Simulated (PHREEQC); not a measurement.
Solution (34 °C): 0.0035 mol/kgw ZnSO4, 0.0079 mol/kgw MgSO4, 0.00076 mol/kgw H2SO4 and 8e-05 mol/kgw NaCl. Closed to the air; pH follows from the charge balance.

All values are PHREEQC results (ion-association model, wateq4f.dat), not measurements.

```tsv
quantity	before	after
pH	3.05	2.95
ionic strength (mol/kgw)	0.0301	0.0123
SO4-2 (mol/kgw)	0.00737	0.00309
HSO4- (mol/kgw)	0.000488	0.000292
NaSO4- (mol/kgw)	1.60e-6	8.24e-7
SI of Halite (NaCl)	-9.95	-9.90
SI of Mirabilite (Na2SO4:10H2O)	-10.06	-10.30
```

Task: Name the change that produced these shifts.
A) ZnSO4 from 0.0035 to 0.035 mol/kgw
B) MgSO4 left out
C) temperature from 34 to 55 °C
D) 0.00022 mol/kgw HCl added
E) 0.00012 mol/kgw Na2SiO3 added

Result: B, MgSO4 left out

No solid was allowed to form.
